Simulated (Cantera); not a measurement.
A jet of H₂ : O₂ : N₂ = 0.036 : 0.078 : 0.79 (molar parts), equivalence ratio 0.23 at 300 K and 0.257 atm hits a platinum plate 7.7 cm away at a mass flux of 0.12 kg/m²/s; the plate temperature is set and raised in steps from an oxygen-covered start.

Cantera simulation using Deutschmann's 1995 Pt surface mechanism with GRI-Mech 3.0 gas chemistry; the numbers are that mechanism's predictions, not measurements. Catalytic surfaces can have several steady states; this one follows from the mechanism file's or the stated starting coverage.

One state of this run: wall x H₂ = 0.00106; wall x O₂ = 0.0446; wall x H₂O = 0.0743; wall x OH = <1e-8; θ free Pt = 0.100; θ O* = 0.895; θ OH* = 0.00446. x: mole fraction at the wall; θ: surface coverage.

Question: Which value of plate T (K) does it belong to?
A) 800
B) 650
C) 950
D) 600

Answer: A, 800
